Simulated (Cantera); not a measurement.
Feed: 1 mol Si3N4, 0.013 mol H2O, a varied amount of H2, equilibrated at 1275 K and 2.50e-6 bar.

Cantera equilibrium calculation (NASA polynomials, part measured and part estimated; ideal gas, pure solids and liquids). Candidate condensed phases: H2O, Si, SiO2, Si2N2O, Si3N4; 35 gas species. Mutual solubility and eutectic melting of coexisting phases are not modelled. The numbers say what is thermodynamically allowed, not how fast it happens.

x: gas mole fraction; n: condensed amount in mol.

| n(H2) (mol) | x H2 | x N2 | x SiO | x H | n Si(s) | n Si2N2O(s) | n Si3N4(s) |
|---|---|---|---|---|---|---|---|
| 4.6 | 0.897 | 0.102 | 0.000542 | 0.000442 | 0.776 | 0.0102 | 0.734 |
| 5.7 | 0.897 | 0.102 | 0.000542 | 0.000442 | 0.962 | 0.00955 | 0.672 |
| 7 | 0.897 | 0.102 | 0.000542 | 0.000442 | 1.18 | ? | 0.599 |
| 8.5 | 0.897 | 0.102 | 0.000542 | 0.000442 | 1.44 | ? | 0.514 |
| 10 | 0.897 | 0.102 | 0.000542 | 0.000442 | 1.69 | ? | 0.430 |
| 13 | 0.897 | 0.102 | 0.000542 | 0.000442 | 2.20 | ? | 0.261 |
| 16 | 0.897 | 0.102 | 0.000542 | 0.000442 | 2.71 | ? | 0.0917 |
| 19 | 0.904 | 0.0951 | 0.000580 | 0.000443 | 2.99 | ? | 0 |
| 24 | 0.922 | 0.0768 | 0.000499 | 0.000448 | 2.99 | 0 | 0 |
| 29 | 0.935 | 0.0644 | 0.000419 | 0.000451 | 2.99 | 0 | 0 |
| 35 | 0.945 | 0.0540 | 0.000351 | 0.000453 | 2.99 | 0 | 0 |
| 43 | 0.955 | 0.0444 | 0.000289 | 0.000456 | 2.99 | 0 | 0 |

### Question
Fill in the missing entries.

### Answer

- 7, n Si2N2O(s): 0.00876
- 8.5, n Si2N2O(s): 0.00786
- 10, n Si2N2O(s): 0.00695
- 13, n Si2N2O(s): 0.00514
- 16, n Si2N2O(s): 0.00333
- 19, n Si2N2O(s): 0.000813
